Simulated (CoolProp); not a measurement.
Vapour-liquid equilibrium of ethylbenzene (1) + n-nonane (2) at 109.85 °C; x and y are mole fractions of (1).

Values from CoolProp's multi-fluid Helmholtz-energy mixture model, Zhou 2012 and Lemmon 2006; pair parameters Bell 2016.

Problem. Give the bubble pressure and the first vapour's composition at x = 0.575, 0.65, 0.8. Is there an azeotrope?

Solution. x = 0.575: 0.04226 MPa, y = 0.677; x = 0.65: 0.04339 MPa, y = 0.734; x = 0.8: 0.04531 MPa, y = 0.844. No azeotrope shows between x = 0.05 and 0.95.

The pair parameters rest on a limited set of measurements; away from them the model extrapolates.
